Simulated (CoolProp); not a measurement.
R245ca along the isotherm 450 K: fugacity coefficient from the reference equation and from simpler models built on Tc = 447.6 K, pc = 3.941 MPa, ω = 0.355; each cubic takes its own stable root.

Computed with CoolProp (reference Helmholtz-energy equation of state, Zhou 2016).

```
p (MPa)  phase  reference
-------  -----  ---------
0.219      gas     0.9809
0.438      gas     0.9619
0.657      gas     0.9431
0.876      gas     0.9245
1.09       gas     0.9064
1.31       gas     0.8880
1.53       gas     0.8696
1.75       gas     0.8513
1.97       gas     0.8331
```

Task: How far does each simpler model (Redlich-Kwong, Soave-Redlich-Kwong) lie from the reference over these 9 states: mean and median of the absolute difference, and the worst?

Result: 
- Redlich-Kwong: mean 0.3 %, median 0.3 %, worst +0.4 % at 450 K and 1.97 MPa
- Soave-Redlich-Kwong: mean 0.3 %, median 0.3 %, worst +0.5 % at 450 K and 1.97 MPa
